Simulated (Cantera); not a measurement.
A Cantera script and its output.

```python
import numpy as np
import cantera as ct

gas = ct.Solution("gri30.yaml")
gas.TPX = 1175, 1300000, {'CH4': 1, 'H2': 0.72, 'O2': 3.52, 'N2': 20.8}
reactor = ct.IdealGasConstPressureReactor(gas, energy="on", clone=False)
net = ct.ReactorNet([reactor])
net.rtol, net.atol = 1e-08, 1e-16
show = ['CH4', 'H2', 'O2', 'H2O2', 'CH3']
times = np.geomspace(1e-06, 2, 14)

steps = ct.SolutionArray(gas, extra=["t"])
rows = []
print(f"{'t/s':>10s}{'T/K':>9s}{'P/Pa':>11s}" + "".join(f"{s:>11s}" for s in show))
for t in times:
    while net.time < t:
        t_next = net.step()
        steps.append(gas.state, t=t_next)
    rows.append([np.interp(t, steps.t, y) for y in (steps.T, steps.P, *steps(*show).X.T)])
    print(f"{t:10.3e}{rows[-1][0]:9.1f}{rows[-1][1]:11.4g}" + "".join(f"{x:11.3e}" for x in rows[-1][2:]))
rate = np.gradient(steps.T, steps.t)
print("integrator steps:", len(steps.t))
if steps.T.max() > steps.T[0] + 200:
    print(f"time of steepest temperature rise: {steps.t[rate.argmax()]:.4e} s")
gas.TPX = 1175, 1300000, {'CH4': 1, 'H2': 0.72, 'O2': 3.52, 'N2': 20.8}
gas.equilibrate("HP")
print(f"equilibrium (HP): T = {gas.T:.1f} K  " + "  ".join(f"{s} {gas[s].X[0]:.3e}" for s in show))
```

Output:

```
       t/s      T/K       P/Pa        CH4         H2         O2       H2O2        CH3
 1.000e-06   1175.0    1.3e+06  3.840e-02  2.765e-02  1.352e-01  1.152e-11  2.955e-09
 3.053e-06   1175.0    1.3e+06  3.840e-02  2.765e-02  1.352e-01  1.131e-10  9.253e-09
 9.319e-06   1175.0    1.3e+06  3.840e-02  2.765e-02  1.352e-01  1.116e-09  2.652e-08
 2.845e-05   1175.0    1.3e+06  3.840e-02  2.765e-02  1.352e-01  1.132e-08  6.987e-08
 8.685e-05   1175.0    1.3e+06  3.840e-02  2.765e-02  1.352e-01  1.217e-07  2.495e-07
 2.651e-04   1175.7    1.3e+06  3.836e-02  2.758e-02  1.351e-01  7.255e-06  9.315e-06
 8.094e-04   2179.5    1.3e+06  6.591e-17  1.386e-04  4.484e-02  2.570e-07  1.489e-16
 2.471e-03   2179.3    1.3e+06  7.030e-21  1.385e-04  4.479e-02  2.567e-07  1.604e-20
 7.543e-03   2178.7    1.3e+06  1.263e-20  1.382e-04  4.465e-02  2.558e-07  2.862e-20
 2.303e-02   2176.9    1.3e+06  1.236e-20  1.372e-04  4.426e-02  2.535e-07  2.782e-20
 7.030e-02   2173.0    1.3e+06  1.174e-20  1.352e-04  4.338e-02  2.483e-07  2.606e-20
 2.146e-01   2168.7    1.3e+06  1.107e-20  1.330e-04  4.240e-02  2.425e-07  2.417e-20
 6.551e-01   2167.8    1.3e+06  1.093e-20  1.326e-04  4.220e-02  2.413e-07  2.379e-20
 2.000e+00   2167.7    1.3e+06  1.093e-20  1.326e-04  4.220e-02  2.413e-07  2.379e-20
integrator steps: 2043
time of steepest temperature rise: 5.6780e-04 s
equilibrium (HP): T = 2167.7 K  CH4 1.669e-20  H2 1.326e-04  O2 4.220e-02  H2O2 2.413e-07  CH3 3.632e-20
```

Computed with Cantera and GRI-Mech 3.0 (53 species, 325 reactions). The pressure lies above the range GRI-Mech 3.0 was tuned for (to about 10 atm).
